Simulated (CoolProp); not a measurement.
CF4 (R14) along the isobar 5.11 MPa: fugacity coefficient from the reference equation and from simpler models built on Tc = 227.4 K, pc = 3.762 MPa, ω = 0.178; each cubic takes its own stable root.

Model: reference Helmholtz-energy equation of state, Platzer 1990, in CoolProp. This equation is an older, rougher fit; its heat capacities, sound speeds and derivatives of the liquid may be far off and weren't checked against measurements.

```
T (K)          phase  reference
-----  -------------  ---------
126.8         liquid   0.005607
150.5         liquid    0.03403
174.3         liquid     0.1147
198           liquid     0.2642
221.8         liquid     0.4712
245.5  supercritical     0.6599
269.3  supercritical     0.7552
293.1  supercritical     0.8183
316.8  supercritical     0.8641
340.6  supercritical     0.8991
364.3  supercritical     0.9261
388.1  supercritical     0.9476
411.8  supercritical     0.9647
```

How far does each simpler model (van der Waals, Redlich-Kwong, Soave-Redlich-Kwong, Peng-Robinson) lie from the reference over these 13 states: mean and median of the absolute difference, and the worst?


- van der Waals: mean 105.7 %, median 4.1 %, worst +893.8 % at 126.8 K and 5.11 MPa
- Redlich-Kwong: mean 11.0 %, median 2.4 %, worst +51.8 % at 126.8 K and 5.11 MPa
- Soave-Redlich-Kwong: mean 1.2 %, median 1.1 %, worst +2.3 % at 198 K and 5.11 MPa
- Peng-Robinson: mean 1.9 %, median 1.9 %, worst -3.5 % at 245.5 K and 5.11 MPa
